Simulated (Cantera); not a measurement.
Adiabatic ignition

An adiabatic, constant-volume homogeneous reactor starts with CO : H₂ : O₂ : N₂ = 1 : 0.41 : 0.441 : 1.66 (molar parts), equivalence ratio 1.6, at 1700 K and 21000 Pa.

Cantera simulation using GRI-Mech 3.0 (53 species, 325 reactions); the numbers are that mechanism's predictions, not measurements.

```json
[
 {"t (s)": "1.00e-6", "T (K)": "1700", "P (bar)": "0.210", "x CO": "0.285", "x H₂": "0.117", "x O₂": "0.126", "x NO": "<1e-12", "x N₂O": "<1e-12"},
 {"t (s)": "3.94e-6", "T (K)": "1700", "P (bar)": "0.210", "x CO": "0.285", "x H₂": "0.117", "x O₂": "0.126", "x NO": "<1e-12", "x N₂O": "<1e-12"},
 {"t (s)": "1.55e-5", "T (K)": "1700", "P (bar)": "0.210", "x CO": "0.285", "x H₂": "0.117", "x O₂": "0.126", "x NO": "<1e-12", "x N₂O": "8.60e-12"},
 {"t (s)": "6.11e-5", "T (K)": "1790", "P (bar)": "0.221", "x CO": "0.250", "x H₂": "0.0191", "x O₂": "0.0547", "x NO": "8.15e-7", "x N₂O": "1.45e-8"},
 {"t (s)": "0.000241", "T (K)": "2054", "P (bar)": "0.250", "x CO": "0.201", "x H₂": "0.0240", "x O₂": "0.0323", "x NO": "3.35e-5", "x N₂O": "1.56e-8"},
 {"t (s)": "0.000949", "T (K)": "2505", "P (bar)": "0.296", "x CO": "0.207", "x H₂": "0.0243", "x O₂": "0.0286", "x NO": "0.000440", "x N₂O": "4.22e-8"},
 {"t (s)": "0.00374", "T (K)": "2829", "P (bar)": "0.327", "x CO": "0.205", "x H₂": "0.0228", "x O₂": "0.0219", "x NO": "0.00717", "x N₂O": "2.24e-7"},
 {"t (s)": "0.0147", "T (K)": "2828", "P (bar)": "0.327", "x CO": "0.205", "x H₂": "0.0229", "x O₂": "0.0211", "x NO": "0.00971", "x N₂O": "2.48e-7"},
 {"t (s)": "0.0580", "T (K)": "2828", "P (bar)": "0.327", "x CO": "0.205", "x H₂": "0.0229", "x O₂": "0.0211", "x NO": "0.00971", "x N₂O": "2.48e-7"},
 {"t (s)": "0.228", "T (K)": "2828", "P (bar)": "0.327", "x CO": "0.205", "x H₂": "0.0229", "x O₂": "0.0211", "x NO": "0.00971", "x N₂O": "2.48e-7"},
 {"t (s)": "0.900", "T (K)": "2828", "P (bar)": "0.327", "x CO": "0.205", "x H₂": "0.0229", "x O₂": "0.0211", "x NO": "0.00971", "x N₂O": "2.48e-7"}
]
```
x: mole fraction; the columns are a selection and need not sum to one.

```json
{
  "time_of_steepest_temperature_rise": "50.1 µs",
  "temperature at 0.900 s": "2828 K",
  "equilibrium_temperature": "2828 K",
  "x(CO) at 0.900 s": "0.205 (gas-phase equilibrium 0.205)",
  "x(H₂) at 0.900 s": "0.0229 (gas-phase equilibrium 0.0229)",
  "x(O₂) at 0.900 s": "0.0211 (gas-phase equilibrium 0.0211)"
}
```
